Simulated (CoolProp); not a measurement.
Aqueous magnesium chloride as a coolant, 29 % by mass, freezing at -86.3 °C, 1 atm.

Model: Melinder's fits for secondary coolants, in CoolProp.

```tsv
T (°C)	density (kg/m³)	cp (kJ/(kg K))	viscosity (mPa s)	conductivity (W/(m K))
-6.3	1316	2.681	9250	0.423
-1.4	1310	2.676	5680	0.438
3.5	1304	2.669	3600	0.452
8.3	1298	2.660	2390	0.466
13.2	1292	2.648	1650	0.479
18.1	1287	2.634	1190	0.492
23	1282	2.617	902	0.505
27.8	1278	2.596	731	0.518
32.7	1274	2.570	627	0.530
```
